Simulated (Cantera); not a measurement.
An isothermal, constant-pressure homogeneous reactor starts with CH₄ : O₂ : N₂ = 0.0042 : 0.0082 : 1 (molar parts), at 1275 K and 1000000 Pa. Integrator tolerance rtol = 1e-08.

Model: GRI-Mech 3.0 (53 species, 325 reactions), integrated in Cantera.

What does this change do: 0.097 parts H2 added?


| quantity | before | after |
|---|---|---|
| x(CH₄) at 200 s | <1e-12 (gas-phase equilibrium <1e-12) | 0.00281 (gas-phase equilibrium 2.06e-6) |
| x(O₂) at 200 s | <1e-12 (gas-phase equilibrium <1e-12) | <1e-12 (gas-phase equilibrium <1e-12) |
| x(NO) at 200 s | 9.68e-8 (gas-phase equilibrium 5.38e-10) | <1e-12 (gas-phase equilibrium 1.76e-12) |
| x(C₂H₆) at 200 s | <1e-12 (gas-phase equilibrium <1e-12) | 1.24e-7 (gas-phase equilibrium <1e-12) |
| x(H₂O) at 200 s | 0.00808 (gas-phase equilibrium 0.00808) | 0.0138 (gas-phase equilibrium 0.0107) |
